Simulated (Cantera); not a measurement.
Charge: 1 mol B, 5.6 mol H₂O, held at 1450 °C and 6.20 mbar.

These are equilibrium values from Cantera (NASA tables, ideal gas, pure condensed phases), not measurements of a reactor. Candidate condensed phases: B, B₂O₃, B₃O₃H₃, H₂O; 23 gas species. The numbers say what is thermodynamically allowed, not how fast it happens.

Base state: H₂O 0.592, H₂ 0.245, HBO₂ 0.158, B₂O₃ 0.00267, H 0.00115, OH 0.000152, HBO 0.000119, BO₂ 4.95e-5 (mole fractions); condensed: gas only.

What changes in the equilibrium state with this change: B replaced by BCl₃?


```tsv
species	before	after
H₂O	0.592	0.471
HCl	0	0.383
HBO₂	0.158	0.126
H₂	0.245	0.00610
Cl	0	0.00881
BOCl	0	0.000206
Cl₂	0	1.03e-5
```
The tables' values for BOCl are old estimates; treat these amounts as uncertain.

What changes in the equilibrium state with this change: B replaced by B₂O₃?


| species | before | after |
|---|---|---|
| H₂O | 0.592 | 0.697 |
| HBO₂ | 0.158 | 0.287 |
| B₂O₃ | 0.00267 | 0.00743 |
| H₂ | 0.245 | 0.00498 |
| O₂ | 6.11e-7 | 0.00205 |
| O | 5.64e-7 | 3.27e-5 |
| HBO | 0.000119 | 3.72e-6 |
| BO₂ | 4.95e-5 | 0.000628 |

What changes in the equilibrium state with this change: B replaced by borazine?


| species | before | after |
|---|---|---|
| H₂ | 0.245 | 0.638 |
| HBO₂ | 0.158 | 0.146 |
| N₂ | 0 | 0.129 |
| H₂O | 0.592 | 0.0256 |
| B₂O₃ | 0.00267 | 0.0524 |
| B₂O₂ | 2.55e-7 | 0.000303 |
| HBO | 0.000119 | 0.00661 |
The feed counts by its element totals alone. Further candidate phases: BN.
